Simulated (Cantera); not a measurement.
An adiabatic, constant-pressure homogeneous reactor starts with 5.56 % CH₄, 19.9 % O₂, 74.6 % N₂, equivalence ratio 0.56, at 1325 K and 4.93 atm.

Cantera simulation using GRI-Mech 3.0 (53 species, 325 reactions); the numbers are that mechanism's predictions, not measurements.

Problem. Predict: time of steepest temperature rise; temperature at 0.500 s; equilibrium temperature; x(O₂) at 0.500 s; x(H₂) at 0.500 s; x(HO₂) at 0.500 s.

Solution. 
```
Quantity                                                              Result
---------------------------------  -----------------------------------------
time of steepest temperature rise                                    1.65 ms
temperature at 0.500 s                                                2402 K
equilibrium temperature                                               2402 K
x(O₂) at 0.500 s                       0.0805 (gas-phase equilibrium 0.0805)
x(H₂) at 0.500 s                   0.000616 (gas-phase equilibrium 0.000616)
x(HO₂) at 0.500 s                    8.27e-6 (gas-phase equilibrium 8.27e-6)
```
